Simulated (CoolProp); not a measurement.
Model: reference Helmholtz-energy equation of state, Schmidt 1985, in CoolProp.

Q: For oxygen, give the phase and the Joule-Thomson coefficient (K/MPa), isothermal compressibility (1/MPa), fugacity coefficient at -169.35 °C and 5.05 MPa; -169.35 °C and 7.57 MPa.

A: 
- -169.35 °C and 5.05 MPa: liquid; Joule-Thomson coefficient -0.271, isothermal compressibility 0.00264, fugacity coefficient 0.0746
- -169.35 °C and 7.57 MPa: liquid; Joule-Thomson coefficient -0.283, isothermal compressibility 0.00248, fugacity coefficient 0.0542
